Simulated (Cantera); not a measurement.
**Ignition delay**

Mixture: 10.8 % CH4, 18.1 % O2, 68.0 % N2, 3.04 % CO2, equivalence ratio 1.2, at 101000 Pa, adiabatic and at constant pressure. Ignition delay is the time to a rise of 400 K.

Cantera simulation using GRI-Mech 3.0 (53 species, 325 reactions); the numbers are that mechanism's predictions, not measurements.

| T0 (K) | delay (ms) |
|---|---|
| 1300 | 13.5 |
| 1350 | 7.19 |
| 1400 | 3.95 |
| 1450 | 2.24 |
| 1500 | 1.31 |
| 1550 | 0.801 |
| 1600 | 0.508 |
| 1650 | 0.334 |

```json
{
 "apparent activation energy between 1550 and 1650 K": "190 kJ/mol"
}
```
